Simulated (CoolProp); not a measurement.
Dodecamethylpentasiloxane (MD3M) along the isotherm 391.2 K: Z from the reference equation and from simpler models built on Tc = 628.0 K, pc = 954.0 kPa, ω = 0.730; each cubic takes its own stable root.

Computed with CoolProp (reference Helmholtz-energy equation of state, Thol 2019).

```csv
p (kPa),phase,reference
179,liquid,0.02718
358,liquid,0.05433
537,liquid,0.08145
715,liquid,0.1084
894,liquid,0.1354
1070,liquid,0.1620
1250,liquid,0.1892
1430,liquid,0.2163
```

Task: How far does each simpler model (van der Waals, Redlich-Kwong, Soave-Redlich-Kwong, Peng-Robinson) lie from the reference over these 8 states: mean and median of the absolute difference, and the worst?

Result: 
- van der Waals: mean 79.7 %, median 79.6 %, worst +82.3 % at 391.2 K and 179 kPa
- Redlich-Kwong: mean 23.3 %, median 23.3 %, worst +24.2 % at 391.2 K and 179 kPa
- Soave-Redlich-Kwong: mean 13.7 %, median 13.7 %, worst +13.9 % at 391.2 K and 179 kPa
- Peng-Robinson: mean 1.1 %, median 1.1 %, worst +1.2 % at 391.2 K and 179 kPa
